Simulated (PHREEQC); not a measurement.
Model water analysis in mg/L, 25 °C, pH 6.25, pe 1.1: Na 0.731; K 0.0119; Ca 0.14; Mg 0.0281; Cl 1.12; S(6) as SO4 0.0295; Alkalinity as HCO3 0.535; Si as SiO2 0.0182; Li 0.000142; Zn 0.00775.

Valence states are taken as typed.

Equilibrium calculation in PHREEQC: ion-association model, phreeqc.dat.

```
Quantity                        Value
--------------------  ---------------
ionic strength        4.70e-5 mol/kgw
charge-balance error            0.8 %
```

```
species  molality  activity   log γ
-------  --------  --------  ------
Na+       3.18e-5   3.15e-5  -0.003
Cl-       3.16e-5   3.13e-5  -0.003
CO2       1.17e-5   1.17e-5   0.000
HCO3-     9.31e-6   9.24e-6  -0.003
Ca+2      3.49e-6   3.38e-6  -0.014
Mg+2      1.16e-6   1.12e-6  -0.014
H+        5.67e-7   5.62e-7  -0.003
SO4-2     3.07e-7   2.97e-7  -0.014
K+        3.04e-7   3.02e-7  -0.003
H4SiO4    3.03e-7   3.03e-7   0.000
Zn+2      1.18e-7   1.14e-7  -0.014
```

Precipitation was switched off in this run.
